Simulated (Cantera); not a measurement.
Silicon oxide and oxynitride deposition: SiF4 + NO

Input: 1 mol SiF4, 1.2 mol NO, at 602 °C and 13.3 mbar.

Cantera equilibrium calculation (NASA polynomials, part measured and part estimated; ideal gas, pure solids and liquids). Candidate condensed phases: Si, SiO2, Si2N2O, Si3N4; 28 gas species. Equilibrium is a limit: real reactors are often held back by kinetics, nucleation or transport.

```json
{
  "x(SiF4)": "0.455",
  "x(N2)": "0.273",
  "x(O2)": "0.273",
  "x(NO)": "4.36e-6",
  "gas_amount": "2.200 mol",
  "log10 activity of Si(s) (absent)": "-46.69"
}
```
